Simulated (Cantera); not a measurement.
# Thermodynamics of boron, boron nitride and boron oxide, feed B2O3 + N2

A closed system holds: 1 mol B2O3, 8.7 mol N2, held at 1.20 mbar.

Method: chemical equilibrium by Gibbs-energy minimisation in Cantera with the NASA 1993 tables (ideal gas, pure condensed phases). Candidate condensed phases: B, BN, B2O3; 17 gas species. Kinetics and transport are ignored.

From 1675 K to 2325 K nothing is condensed. The main B-bearing gas is B2O3 throughout.

```
T (K)  log p N2  log p B2O3  log p BO  log p BO2  log p O  log p NO
-----  --------  ----------  --------  ---------  -------  --------
1675      -2.97       -3.91     -6.70      -6.59    -9.46     -8.67
1725      -2.97       -3.91     -6.44      -6.36    -9.01     -8.37
1775      -2.97       -3.91     -6.19      -6.14    -8.59     -8.08
1825      -2.97       -3.91     -5.96      -5.93    -8.18     -7.81
1875      -2.97       -3.92     -5.75      -5.73    -7.79     -7.54
1925      -2.97       -3.92     -5.54      -5.54    -7.43     -7.30
1975      -2.97       -3.93     -5.35      -5.37    -7.08     -7.06
2025      -2.97       -3.93     -5.17      -5.20    -6.75     -6.84
2075      -2.97       -3.95     -4.99      -5.05    -6.44     -6.63
2125      -2.97       -3.97     -4.83      -4.91    -6.15     -6.44
2175      -2.98       -3.99     -4.67      -4.78    -5.88     -6.26
2225      -2.98       -4.02     -4.53      -4.66    -5.63     -6.10
2275      -2.98       -4.07     -4.39      -4.56    -5.39     -5.95
2325      -2.99       -4.13     -4.27      -4.48    -5.17     -5.82
```
log p: log10 of the partial pressure in bar; nothing condenses.
